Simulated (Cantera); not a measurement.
Charge: 1 mol SiH4, 0.66 mol HCl, 5.2 mol H2, held at 0.0230 bar.

Cantera equilibrium calculation (NASA polynomials, part measured and part estimated; ideal gas, pure solids and liquids). Candidate condensed phases: Si; 19 gas species. Gases not in the tables: Si2H6 and higher silanes. Equilibrium is a limit: real reactors are often held back by kinetics, nucleation or transport.

### Question
What share of the Si ends up in condensed phases as a function of T (K), at 1848, 1873, 1898, 1923, 1948, 1973, 1998, 2023, 2048, 2073, 2098, 2123?

### Answer
```tsv
T (K)	Si condensed (%)	as
1848	90.5	Si(l)
1873	90.6	Si(l)
1898	90.6	Si(l)
1923	90.5	Si(l)
1948	90.4	Si(l)
1973	90.2	Si(l)
1998	89.8	Si(l)
2023	89.3	Si(l)
2048	88.7	Si(l)
2073	87.8	Si(l)
2098	86.6	Si(l)
2123	85.1	Si(l)
```
